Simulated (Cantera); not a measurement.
Charge: 1 mol TEOS, 0.19 mol CO2, 50 mol N2, held at 1873 K and 12.0 Torr.

Equilibrium computed with Cantera from the NASA thermochemical tables; the gas is ideal and each condensed phase is pure. Candidate condensed phases: C, C6H6, C7H8, C8H18, H2O, Si, SiC, SiO2, Si2N2O, Si3N4; 151 gas species. The feed counts by its element totals alone. Equilibrium is a limit: real reactors are often held back by kinetics, nucleation or transport.

Problem. What is the equilibrium state?

Solution. x(N2): 0.774
x(H2): 0.153
x(CO): 0.0675
x(HCN): 0.00297
x(H): 0.00199
x(SiO): 0.000459
x(HNC): 0.000132
x(C2H2 (acetylene)): 4.76e-5
x(Si): 1.83e-5
n(C(graphite)): 2.66 mol
n(SiC(s)): 0.969 mol
gas amount: 64.45 mol
log10 activity of Si(l) (absent): -1.48
